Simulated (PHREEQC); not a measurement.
**Reverse-osmosis permeate: speciation**

Model water analysis in mg/L, 20 °C, pH 6.58, pe -0.7: Na 12.9; K 0.304; Ca 2.51; Mg 2.96; Cl 10.8; S(6) as SO4 1.42; Alkalinity as HCO3 37.4; Si as SiO2 0.00663; Br 0.126; Mn(2) 0.0184.

Valence states are taken as typed.

The numbers come from PHREEQC with the ion-association model, phreeqc.dat.

```json
{
 "ionic_strength": "0.00114 mol/kgw",
 "charge_balance_error": "-0.6 %"
}
```

```csv
species,molality,activity,log γ
HCO3-,0.000612,0.000589,-0.016
Na+,0.000561,0.000540,-0.016
CO2,0.000373,0.000374,0.000
Cl-,0.000305,0.000293,-0.016
Mg+2,0.000121,0.000104,-0.064
Ca+2,6.21e-5,5.36e-5,-0.065
SO4-2,1.44e-5,1.24e-5,-0.065
K+,7.77e-6,7.49e-6,-0.016
Br-,1.58e-6,1.52e-6,-0.017
MgHCO3+,7.32e-7,7.04e-7,-0.016
```

No solid was allowed to form. Complexes and solids missing from the database can't appear.
